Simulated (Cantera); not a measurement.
Adiabatic ignition

An adiabatic, constant-pressure homogeneous reactor starts with 7.95 % CH₄, 0.644 % C₂H₆, 0.565 % C₃H₈, 19.1 % O₂, 71.7 % N₂, equivalence ratio 1.1, at 1250 K and 0.600 bar.

Cantera simulation using GRI-Mech 3.0 (53 species, 325 reactions); the numbers are that mechanism's predictions, not measurements.

```csv
t (s),T (K),x CH₄,x C₂H₆,x C₃H₈,x HO₂,x OH,x CH₂,x NO
3.00e-6,1250,0.0795,0.00644,0.00565,6.97e-8,2.59e-9,<1e-12,<1e-12
7.32e-6,1250,0.0795,0.00644,0.00565,3.01e-7,7.35e-9,<1e-12,<1e-12
1.79e-5,1250,0.0795,0.00644,0.00565,1.05e-6,1.13e-8,<1e-12,<1e-12
4.36e-5,1250,0.0795,0.00644,0.00564,3.00e-6,1.80e-8,1.54e-12,<1e-12
0.000107,1250,0.0795,0.00644,0.00563,7.57e-6,4.79e-8,1.01e-11,<1e-12
0.000260,1250,0.0795,0.00642,0.00561,1.52e-5,1.80e-7,9.20e-11,<1e-12
0.000635,1250,0.0793,0.00638,0.00550,1.82e-5,3.97e-7,3.87e-10,<1e-12
0.00155,1254,0.0786,0.00624,0.00513,2.60e-5,6.37e-7,7.26e-10,<1e-12
0.00378,1304,0.0711,0.00482,0.00287,0.000151,8.83e-6,2.86e-8,2.88e-12
0.00923,2637,<1e-12,<1e-12,<1e-12,2.50e-6,0.0150,<1e-12,0.00384
0.0225,2632,<1e-12,<1e-12,<1e-12,2.36e-6,0.0146,<1e-12,0.00596
0.0550,2632,<1e-12,<1e-12,<1e-12,2.36e-6,0.0146,<1e-12,0.00604
0.134,2632,<1e-12,<1e-12,<1e-12,2.36e-6,0.0146,<1e-12,0.00604
0.328,2632,<1e-12,<1e-12,<1e-12,2.36e-6,0.0146,<1e-12,0.00604
0.800,2632,<1e-12,<1e-12,<1e-12,2.36e-6,0.0146,<1e-12,0.00604
```
x: mole fraction; the columns are a selection and need not sum to one.

- time of steepest temperature rise = 4.30 ms
- temperature at 0.800 s = 2632 K
- equilibrium temperature = 2632 K
- x(CH₄) at 0.800 s = <1e-12 (gas-phase equilibrium <1e-12)
- x(C₂H₆) at 0.800 s = <1e-12 (gas-phase equilibrium <1e-12)
- x(C₃H₈) at 0.800 s = <1e-12 (gas-phase equilibrium <1e-12)
